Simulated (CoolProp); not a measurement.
Vapour-liquid equilibrium of benzene (1) + toluene (2) at 0.00545 MPa; x and y are mole fractions of (1).

Values from CoolProp's multi-fluid Helmholtz-energy mixture model, Thol 2012 and Lemmon 2006; pair parameters Bell 2016.

**Question.** Give the bubble temperature and the first vapour's composition at x = 0.2, 0.8, 0.95. Is there an azeotrope?

**Answer.** x = 0.2: 297.8 K, y = 0.453; x = 0.8: 284.1 K, y = 0.936; x = 0.95: 281.8 K, y = 0.986. No azeotrope shows between x = 0.05 and 0.95.

The pair parameters rest on a limited set of measurements; away from them the model extrapolates.
